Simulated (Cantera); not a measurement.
A freely propagating, adiabatic, planar premixed flame of 3.21 % CH4, 1.54 % C2H6, 0.706 % C3H8, 17.8 % O2, 76.7 % N2, equivalence ratio 0.86, unburnt at 425 K and 750 Torr; mixture-averaged transport, grid criteria slope 0.08 and curve 0.16, no radiation.

Detailed kinetics in Cantera: GRI-Mech 3.0 (53 species, 325 reactions). GRI-Mech 3.0 was tuned for natural gas; its chemistry of propane as a main component is partial and can be far from experiment. Burning velocities carry a grid error of a few per cent, more on coarse grids.

Q: Predict: laminar burning velocity; thermal thickness; peak x(C2H); peak x(CH2).

A: 
| Quantity | Value |
|---|---|
| laminar burning velocity | 49.9 cm/s |
| thermal thickness | 0.453 mm |
| peak x(C2H) | 2.05e-7 |
| peak x(CH2) | 2.39e-5 |
